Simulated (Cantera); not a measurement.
An adiabatic, constant-pressure homogeneous reactor starts with C2H4 : O2 : N2 : CO2 = 1 : 1.43 : 5.37 : 1.1 (molar parts), equivalence ratio 2.1, at 1523 K and 5.00 bar.

Cantera simulation using GRI-Mech 3.0 (53 species, 325 reactions); the numbers are that mechanism's predictions, not measurements. GRI-Mech 3.0 was tuned for natural gas; its chemistry of ethylene as a main component is partial and can be far from experiment.

### Question
Predict: time of steepest temperature rise; temperature at 1.00 s; equilibrium temperature; x(O2) at 1.00 s; x(CO2) at 1.00 s; x(H2O2) at 1.00 s.

### Answer
```
Property                                                            Result
---------------------------------  ---------------------------------------
time of steepest temperature rise                                  6.75 µs
temperature at 1.00 s                                               2610 K
equilibrium temperature                                             2610 K
x(O2) at 1.00 s                    6.39e-5 (gas-phase equilibrium 6.39e-5)
x(CO2) at 1.00 s                     0.0639 (gas-phase equilibrium 0.0639)
x(H2O2) at 1.00 s                  1.90e-8 (gas-phase equilibrium 1.90e-8)
```
